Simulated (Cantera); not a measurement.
Charge: 1 mol Si, 2.9 mol CO, held at 1950 K and 790000 Pa.

Equilibrium computed with Cantera from the NASA thermochemical tables; the gas is ideal and each condensed phase is pure. The tables hold silica as quartz up to 1696 K and as liquid above; real silica turns to tridymite and cristobalite and melts near 1996 K. Rates play no part.

```csv
species,before,after
CO,0.996,0.998
CO2,0.000256,0.00160
SiO,0.00361,2.06e-6
"C(graphite), mol",2.00,2.00
"SiO2(condensed), mol",0.997,0
"SiO2(β-quartz), mol",0,1.000
```
Gas species are given as mole fractions.

Problem. Which change was made?
A. temperature from 1950 K to 1100 K
B. pressure from 790000 Pa to 101000 Pa
C. pressure from 790000 Pa to 240000 Pa
D. temperature from 1950 K to 1648.15 K

Solution. D, temperature from 1950 K to 1648.15 K
